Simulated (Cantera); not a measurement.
A Cantera script and what it prints.

```python
import numpy as np
import cantera as ct

gas_names = """
    H HNO HNO2 HNO3 HO2 H2 H2O H2O2 N NH NH2 NH3 NH2OH NO NO2 NO3 N2 N2H2 N2H4 N2O O OH O2 O3 Pb PbO Pb2
""".split()
cond_names = """
    H2O(s) H2O(L) Pb(cr) Pb(L) PbO(rd) PbO(yw) PbO(L) PbO2(s) Pb3O4(s)
""".split()


# ... load() reads the species with a 1 bar reference pressure and builds the phases ...
atoms = {
    'PbO': {'Pb': 1, 'O': 1},
    'O2': {'O': 2},
    'N2': {'N': 2},
    'H2': {'H': 2},
}
top_T = {'Pb3O4(s)': 820}  # K; cautious upper limits of use, not melting points


# ... equilibrate(T, P, feed) seeds the gas with the atoms and calls Mixture.equilibrate('TP', solver="vcs", rtol=1e-11, max_steps=5000) ...
results = []
feed = {'PbO': 1, 'O2': 0.04, 'N2': 1.1, 'H2': 1.2}  # mol
P = 13332.2  # Pa
for T in [523, 598, 673, 748, 823, 898, 973, 1048, 1123, 1198, 1273, 1348, 1423, 1498]:
    mix = equilibrate(T, P, feed)
    results.append((T, P, feed, dict(zip(mix.species_names, mix.species_moles))))

top = {s: max(r[3][s] / sum(r[3][g] for g in gas_names) for r in results) for s in gas_names}
cols = sorted((s for s in top if top[s] > 1e-06), key=lambda s: -top[s])[:6]
seen = [c for c in cond_names if any(r[3].get(c, 0) > 1e-12 for r in results)]
print("log10 of partial pressures in bar; condensed amounts in mol")
print(f"{'T/K':>10s}" + "".join(f"{s[:9]:>10s}" for s in cols + seen))
for T, P, feed, n in results:
    ng = sum(n[g] for g in gas_names)
    print(f"{T:10.4g}" + "".join(f"{np.log10(max(n[s] / ng * P / 1e5, 1e-99)):10.3f}" for s in cols)
          + "".join(f"{n.get(c, 0):10.4g}" for c in seen))
```

Result:

```
log10 of partial pressures in bar; condensed amounts in mol
       T/K        N2       H2O        Pb        H2       PbO       NH3    Pb(cr)     Pb(L)
       523    -1.195    -1.203   -13.765    -2.160   -24.090    -4.567         1         0
       598    -1.195    -1.203   -11.344    -2.158   -20.180    -5.201         1         0
       673    -1.195    -1.203    -9.514    -2.158   -17.186    -5.705         0         1
       748    -1.195    -1.203    -8.058    -2.158   -14.795    -6.116         0         1
       823    -1.195    -1.203    -6.872    -2.158   -12.840    -6.457         0         1
       898    -1.195    -1.203    -5.888    -2.158   -11.213    -6.744         0         1
       973    -1.195    -1.203    -5.058    -2.158    -9.838    -6.989         0    0.9998
      1048    -1.196    -1.204    -4.350    -2.158    -8.661    -7.202         0    0.9992
      1123    -1.196    -1.204    -3.738    -2.158    -7.642    -7.387         0    0.9968
      1198    -1.197    -1.205    -3.205    -2.160    -6.751    -7.553         0    0.9892
      1273    -1.201    -1.209    -2.736    -2.164    -5.966    -7.705         0    0.9679
      1348    -1.211    -1.219    -2.321    -2.173    -5.270    -7.852         0    0.9144
      1423    -1.234    -1.242    -1.951    -2.194    -4.648    -8.010         0    0.7884
      1498    -1.282    -1.291    -1.618    -2.238    -4.094    -8.204         0    0.4903
```

Method: chemical equilibrium by Gibbs-energy minimisation in Cantera with the NASA 1993 tables (ideal gas, pure condensed phases).
